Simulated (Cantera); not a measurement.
Charge: 1 mol Si, a varied amount of F2, 1.6 mol NF3, at 523.15 K and 1.00 bar.

These are equilibrium values from Cantera (NASA tables, ideal gas, pure condensed phases), not measurements of a reactor. Candidate condensed phases: Si, Si3N4; 16 gas species. Rates play no part.

log p: log10 of the partial pressure in bar; nothing condenses.

| n(F2) (mol) | log p F2 | log p NF3 | log p SiF4 | log p N2 | log p F |
|---|---|---|---|---|---|
| 0.93 | -3.90 | -0.40 | -0.35 | -0.80 | ___ |
| 1.3 | -3.78 | -0.32 | -0.37 | -1.01 | ___ |
| 1.8 | -3.53 | -0.24 | -0.40 | -1.58 | ___ |
| 2.2 | -1.15 | -0.24 | -0.45 | -8.75 | ___ |
| 2.6 | -0.73 | -0.30 | -0.51 | -10.13 | ___ |
| 3 | -0.56 | -0.35 | -0.56 | -10.74 | ___ |
| 3.5 | -0.44 | -0.41 | -0.61 | -11.21 | -5.10 |
| 3.9 | -0.37 | -0.45 | -0.65 | -11.48 | -5.07 |
| 4.3 | -0.33 | -0.49 | -0.69 | -11.69 | -5.05 |
| 4.7 | -0.29 | -0.52 | -0.72 | -11.87 | -5.03 |
| 5.1 | -0.26 | -0.55 | -0.76 | <-12 | -5.02 |
| 5.6 | -0.24 | -0.59 | -0.79 | <-12 | -5.00 |
| 6 | -0.22 | -0.62 | -0.82 | <-12 | -5.00 |

Question: Complete the blanks.

Answer: 
- 0.93, log p F: -6.84
- 1.3, log p F: -6.78
- 1.8, log p F: -6.65
- 2.2, log p F: -5.46
- 2.6, log p F: -5.25
- 3, log p F: -5.16
